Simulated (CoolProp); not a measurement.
Vapour-liquid equilibrium of R22 (1) + R134a (2) at 0.804 MPa; x and y are mole fractions of (1).

Computed with CoolProp (multi-fluid Helmholtz-energy mixture model, Kamei 1995 and Tillner-Roth 1994; pair parameters Bell 2016).

```
x     bubble temperature (°C)  y at the bubble point  dew temperature at overall composition x (°C)  liquid density (mol/L)
----  -----------------------  ---------------------  ---------------------------------------------  ----------------------
0.05                     30.3                  0.075                                           30.7                     ___
0.2                       ___                  0.275                                           28.3                   12.05
0.35                      ___                  0.445                                           25.9                   12.42
0.5                      21.9                    ___                                           23.4                   12.79
0.65                      ___                  0.725                                           21.0                   13.18
0.8                       ___                  0.847                                            ___                   13.60
0.95                     16.2                  0.963                                            ___                   14.03
```

### Question
Fill in the missing entries.

### Answer

- 0.05, liquid density (mol/L): 11.70
- 0.2, bubble temperature (°C): 27.1
- 0.35, bubble temperature (°C): 24.3
- 0.5, y at the bubble point: 0.593
- 0.65, bubble temperature (°C): 19.8
- 0.8, bubble temperature (°C): 17.9
- 0.8, dew temperature at overall composition x (°C): 18.6
- 0.95, dew temperature at overall composition x (°C): 16.4

No azeotrope shows between x = 0.05 and 0.95.

Pair parameters are fitted to limited data, so mixtures are less certain than the pure fluids.
